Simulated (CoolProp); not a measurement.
Saturated liquid density (kg/m³) of CHF3 (R23): the reference equation beside estimates from Tc = 299.3 K, pc = 4.832 MPa, ω = 0.263.

The numbers come from the reference Helmholtz-energy equation of state, Penoncello 2003 in CoolProp.

| T (K) | reference | van der Waals | Redlich-Kwong | Peng-Robinson |
|---|---|---|---|---|
| 180 | 1487 | 837.2 | 1232 | 1435 |
| 188.6 | 1455 | 820.3 | 1203 | 1406 |
| 197.2 | 1422 | 802.7 | 1172 | 1376 |
| 205.9 | 1388 | 784.0 | 1139 | 1342 |
| 214.5 | 1352 | 764.5 | 1105 | 1306 |
| 223.1 | 1315 | 743.8 | 1068 | 1267 |
| 231.8 | 1276 | 721.5 | 1028 | 1223 |
| 240.4 | 1234 | 697.9 | 985.1 | 1175 |
| 249 | 1190 | 672.3 | 939.1 | 1122 |

Absolute difference from the reference over all 9 rows, mean and median: van der Waals 43.5 and 43.5 %, Redlich-Kwong 18.6 and 18.3 %, Peng-Robinson 3.9 and 3.5 %.
